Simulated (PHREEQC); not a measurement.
1 kg of water holding 0.25 mol K2CO3 meets 20 L of dry gas (H2S 1 by moles) at fixed total pressure, at 100 °C; fugacities by Peng-Robinson. The gases take part in no redox reaction, some water evaporates into the gas, and hydrates or a liquid gas phase aren't modelled. Nothing may precipitate in this run.

Computed with PHREEQC (ion-association model, phreeqc.dat).

Question: Predict dissolved H2S (mol/kgw), pH at P (atm) = 2, 3, 10, 15.

Answer: 
```csv
P (atm),dissolved H2S (mol/kgw),pH
2,0.309,7.22
3,0.357,6.95
10,0.636,6.40
15,0.804,6.25
```

The ionic strength reaches 0.78 mol/kgw; past about 0.7 this activity model is rough. Constants without temperature data keep their 25 °C values here.
